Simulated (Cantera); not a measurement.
Adiabatic ignition

An adiabatic, constant-pressure homogeneous reactor starts with 4.26 % CH₄, 0.895 % H₂, 17.3 % O₂, 64.8 % N₂, 12.8 % H₂O, equivalence ratio 0.52, at 1400 K and 0.454 atm.

Cantera simulation using GRI-Mech 3.0 (53 species, 325 reactions); the numbers are that mechanism's predictions, not measurements.

```tsv
t (s)	T (K)	x CH₄	x H₂	x O₂	x OH	x HCN
2.00e-6	1400	0.0426	0.00895	0.173	1.24e-9	<1e-12
4.78e-6	1400	0.0426	0.00895	0.173	3.07e-9	<1e-12
1.14e-5	1400	0.0426	0.00895	0.173	5.28e-9	<1e-12
2.74e-5	1400	0.0426	0.00895	0.173	7.98e-9	<1e-12
6.54e-5	1400	0.0426	0.00895	0.173	1.53e-8	<1e-12
0.000156	1400	0.0426	0.00895	0.173	4.19e-8	<1e-12
0.000374	1400	0.0426	0.00895	0.173	2.06e-7	<1e-12
0.000894	1401	0.0422	0.00887	0.172	2.65e-6	<1e-12
0.00214	1988	<1e-12	0.00998	0.0840	0.0160	<1e-12
0.00511	2245	<1e-12	0.00172	0.0818	0.00850	<1e-12
0.0122	2246	<1e-12	0.00169	0.0817	0.00843	<1e-12
0.0292	2245	<1e-12	0.00169	0.0815	0.00840	<1e-12
0.0699	2243	<1e-12	0.00168	0.0810	0.00834	<1e-12
0.167	2240	<1e-12	0.00166	0.0801	0.00822	<1e-12
0.400	2236	<1e-12	0.00163	0.0788	0.00805	<1e-12
```
x: mole fraction; the columns are a selection and need not sum to one.

| Property | Value |
|---|---|
| time of steepest temperature rise | 2.02 ms |
| temperature at 0.400 s | 2236 K |
| equilibrium temperature | 2234 K |
| x(CH₄) at 0.400 s | <1e-12 (gas-phase equilibrium <1e-12) |
| x(H₂) at 0.400 s | 0.00163 (gas-phase equilibrium 0.00161) |
| x(O₂) at 0.400 s | 0.0788 (gas-phase equilibrium 0.0782) |
